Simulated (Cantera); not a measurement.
Input (Python, Cantera):

```python
import numpy as np
import cantera as ct

gas = ct.Solution("gri30.yaml")
gas.TPX = 1200, 44000, {'CH4': 1, 'O2': 1.25, 'N2': 4.7}
reactor = ct.IdealGasReactor(gas, energy="on", clone=False)
net = ct.ReactorNet([reactor])
net.rtol, net.atol = 1e-08, 1e-16
show = ['CH4', 'O2', 'CH3', 'N2O', 'H2']
times = np.geomspace(5e-06, 3, 12)

steps = ct.SolutionArray(gas, extra=["t"])
rows = []
print(f"{'t/s':>10s}{'T/K':>9s}{'P/Pa':>11s}" + "".join(f"{s:>11s}" for s in show))
for t in times:
    while net.time < t:
        t_next = net.step()
        steps.append(gas.state, t=t_next)
    rows.append([np.interp(t, steps.t, y) for y in (steps.T, steps.P, *steps(*show).X.T)])
    print(f"{t:10.3e}{rows[-1][0]:9.1f}{rows[-1][1]:11.4g}" + "".join(f"{x:11.3e}" for x in rows[-1][2:]))
rate = np.gradient(steps.T, steps.t)
print("integrator steps:", len(steps.t))
if steps.T.max() > steps.T[0] + 200:
    print(f"time of steepest temperature rise: {steps.t[rate.argmax()]:.4e} s")
gas.TPX = 1200, 44000, {'CH4': 1, 'O2': 1.25, 'N2': 4.7}
gas.equilibrate("UV")
print(f"equilibrium (UV): T = {gas.T:.1f} K  " + "  ".join(f"{s} {gas[s].X[0]:.3e}" for s in show))
```

Result:

```
       t/s      T/K       P/Pa        CH4         O2        CH3        N2O         H2
 5.000e-06   1200.0    4.4e+04  1.439e-01  1.799e-01  2.699e-09  6.164e-17  2.331e-11
 1.676e-05   1200.0    4.4e+04  1.439e-01  1.799e-01  9.147e-09  3.834e-16  1.064e-10
 5.617e-05   1200.0    4.4e+04  1.439e-01  1.799e-01  3.113e-08  3.247e-15  4.228e-10
 1.883e-04   1200.0    4.4e+04  1.439e-01  1.799e-01  1.095e-07  3.237e-14  1.933e-09
 6.311e-04   1200.0    4.4e+04  1.439e-01  1.799e-01  4.409e-07  3.300e-13  1.394e-08
 2.115e-03   1200.0    4.4e+04  1.439e-01  1.799e-01  2.466e-06  2.881e-12  2.203e-07
 7.091e-03   1200.1    4.4e+04  1.438e-01  1.798e-01  9.410e-06  1.389e-11  3.676e-06
 2.377e-02   1201.3  4.405e+04  1.436e-01  1.797e-01  1.365e-05  7.057e-11  3.161e-05
 7.966e-02   1217.2  4.465e+04  1.410e-01  1.778e-01  3.672e-05  9.075e-10  6.282e-04
 2.670e-01   2714.1  1.119e+05  8.161e-13  6.485e-04  2.645e-12  8.160e-08  8.919e-02
 8.950e-01   2714.1  1.119e+05  8.161e-13  6.485e-04  2.645e-12  8.160e-08  8.919e-02
 3.000e+00   2714.1  1.119e+05  8.161e-13  6.485e-04  2.645e-12  8.160e-08  8.919e-02
integrator steps: 2501
time of steepest temperature rise: 1.0986e-01 s
equilibrium (UV): T = 2714.1 K  CH4 9.459e-13  O2 6.485e-04  CH3 3.066e-12  N2O 8.160e-08  H2 8.919e-02
```

Model: GRI-Mech 3.0 (53 species, 325 reactions), integrated in Cantera.
